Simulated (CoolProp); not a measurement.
A Linde-Hampson liquefier for normal hydrogen: isothermal reversible compression at 290 K from 1 atm to 10 MPa, throttling to 1 atm, return gas leaving the recuperator 5 K below the feed. Each further row changes one setting.

Values from CoolProp's reference Helmholtz-energy equation of state, Leachman 2009.

| case | compression work (kJ/kg of gas) |
|---|---|
| as stated | 5560 |
| high pressure 20 MPa | 6470 |
| warm-end temperature 320 K | 6130 |
| warm-end gap 10 K | 5560 |
